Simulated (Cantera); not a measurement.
Mixture: 43.4 % CO, 2.28 % H2, 11.4 % O2, 42.9 % N2, equivalence ratio 2.0, at 9.87 atm, adiabatic and at constant volume. Ignition delay is the time to a rise of 400 K.

Model: GRI-Mech 3.0 (53 species, 325 reactions), integrated in Cantera. The hydrogen kinetics of GRI-Mech 3.0 are dated; newer H2 mechanisms differ, most at raised pressure. Where the delays flatten at high temperature, the 400 K rule measures the pace of heat release, not the induction time.

Problem. Predict: delay at 1025 K; delay at 1175 K; delay at 1325 K; delay at 1475 K; delay at 1625 K.

Solution. 
```json
{
  "delay at 1025 K": "1.19 ms",
  "delay at 1175 K": "57.7 µs",
  "delay at 1325 K": "10.2 µs",
  "delay at 1475 K": "4.76 µs",
  "delay at 1625 K": "3.15 µs"
}
```
